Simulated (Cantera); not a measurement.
Input: 1 mol SiHCl3, 0.049 mol CH4, 110 mol H2, at 1852 °C.

These are equilibrium values from Cantera (NASA tables, ideal gas, pure condensed phases), not measurements of a reactor. Candidate condensed phases: C, C6H6, C7H8, C8H18, Si, SiC; 109 gas species. Mutual solubility and eutectic melting of coexisting phases are not modelled. Gases not in the tables: Si2H6 and higher silanes. Rates play no part.

Which condensed phases are stable at each of these points (P (Pa)): 100, 320, 1000, 3200, 10000, 32000, 100000?


```csv
P (Pa),condensed phases,Si condensed (%)
100,gas only,0.0
320,gas only,0.0
1000,gas only,0.0
3200,Si(l) + SiC(s),4.7
10000,Si(l) + SiC(s),56.2
32000,Si(l) + SiC(s),73.8
100000,Si(l) + SiC(s),79.7
```

From 0.750 Torr to 7.50 Torr nothing is condensed. From 24.0 Torr to 750 Torr the condensed part is Si(l) + SiC(s).
